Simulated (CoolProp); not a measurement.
A Linde-Hampson liquefier for CF4 (R14): isothermal reversible compression at 320 K from 1 atm to 10 MPa, throttling to 1 atm, return gas leaving the recuperator 0 K below the feed. Each further row changes one setting.

Values from CoolProp's reference Helmholtz-energy equation of state, Platzer 1990. This equation is an older, rougher fit; its heat capacities, sound speeds and derivatives of the liquid may be far off and weren't checked against measurements.

```json
[
 {"case": "as stated", "liquid yield per pass": "0.145", "compression work (kJ/kg of gas)": "131"},
 {"case": "high pressure 20 MPa", "liquid yield per pass": "0.226", "compression work (kJ/kg of gas)": "148"},
 {"case": "warm-end temperature 350 K", "liquid yield per pass": "0.106", "compression work (kJ/kg of gas)": "146"},
 {"case": "warm-end gap 5 K", "liquid yield per pass": "0.131", "compression work (kJ/kg of gas)": "131"}
]
```
